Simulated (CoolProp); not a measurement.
R142b at 368.32 K and 1.19 MPa is compressed adiabatically to 5.43 MPa with isentropic efficiency 0.75. Each further row changes one setting.

Values from CoolProp's reference Helmholtz-energy equation of state, Lemmon 2006. It is a short technical equation, of lower accuracy than the large ones.

```tsv
case	work (kJ/kg)	final temperature (K)	final density (kg/m³)
as stated	47.8	…	240
efficiency 1	…	450.8	…
efficiency 0.65	…	…	…
```

### Question
Fill in the missing entries.

### Answer

- as stated, final temperature (K): 457.4
- efficiency 1, work (kJ/kg): 35.8
- efficiency 1, final density (kg/m³): 260
- efficiency 0.65, work (kJ/kg): 55.1
- efficiency 0.65, final temperature (K): 461.6
- efficiency 0.65, final density (kg/m³): 230
